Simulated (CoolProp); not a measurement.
Saturation properties of sulfur hexafluoride (Tc = 45.6 °C, pc = 3.755 MPa, ω = 0.210).

Values from CoolProp's reference Helmholtz-energy equation of state, Guder 2009.

```json
[
 {"T (°C)": "-23.95", "p (MPa)": "0.6056", "vapour density (kg/m³)": "49.54", "liquid cp (kJ/(kg K))": "0.9233", "vapour viscosity (µPa s)": "13.3"},
 {"T (°C)": "-21.05", "p (MPa)": "(withheld)", "vapour density (kg/m³)": "54.49", "liquid cp (kJ/(kg K))": "0.9346", "vapour viscosity (µPa s)": "13.5"},
 {"T (°C)": "-18.15", "p (MPa)": "0.7315", "vapour density (kg/m³)": "59.84", "liquid cp (kJ/(kg K))": "0.9464", "vapour viscosity (µPa s)": "13.7"},
 {"T (°C)": "-15.15", "p (MPa)": "0.8037", "vapour density (kg/m³)": "65.83", "liquid cp (kJ/(kg K))": "0.9592", "vapour viscosity (µPa s)": "13.9"},
 {"T (°C)": "-12.25", "p (MPa)": "0.8784", "vapour density (kg/m³)": "72.10", "liquid cp (kJ/(kg K))": "0.9723", "vapour viscosity (µPa s)": "14.1"},
 {"T (°C)": "-9.35", "p (MPa)": "(withheld)", "vapour density (kg/m³)": "78.89", "liquid cp (kJ/(kg K))": "0.9862", "vapour viscosity (µPa s)": "14.3"},
 {"T (°C)": "-6.45", "p (MPa)": "1.043", "vapour density (kg/m³)": "86.23", "liquid cp (kJ/(kg K))": "1.001", "vapour viscosity (µPa s)": "14.5"},
 {"T (°C)": "-3.55", "p (MPa)": "1.133", "vapour density (kg/m³)": "94.17", "liquid cp (kJ/(kg K))": "(withheld)", "vapour viscosity (µPa s)": "14.7"},
 {"T (°C)": "-0.65", "p (MPa)": "1.229", "vapour density (kg/m³)": "102.8", "liquid cp (kJ/(kg K))": "1.034", "vapour viscosity (µPa s)": "14.9"},
 {"T (°C)": "2.25", "p (MPa)": "1.331", "vapour density (kg/m³)": "112.1", "liquid cp (kJ/(kg K))": "1.053", "vapour viscosity (µPa s)": "15.1"},
 {"T (°C)": "5.25", "p (MPa)": "1.443", "vapour density (kg/m³)": "(withheld)", "liquid cp (kJ/(kg K))": "1.075", "vapour viscosity (µPa s)": "15.4"},
 {"T (°C)": "8.15", "p (MPa)": "1.558", "vapour density (kg/m³)": "133.8", "liquid cp (kJ/(kg K))": "1.098", "vapour viscosity (µPa s)": "15.6"},
 {"T (°C)": "11.05", "p (MPa)": "1.679", "vapour density (kg/m³)": "145.9", "liquid cp (kJ/(kg K))": "1.125", "vapour viscosity (µPa s)": "15.9"}
]
```

### Question
What belongs in the gaps?

### Answer

- -21.05, p (MPa): 0.6664
- -9.35, p (MPa): 0.9581
- -3.55, liquid cp (kJ/(kg K)): 1.017
- 5.25, vapour density (kg/m³): 122.7

Viscosity comes from a separate model (Quiñones-Cisneros 2012).
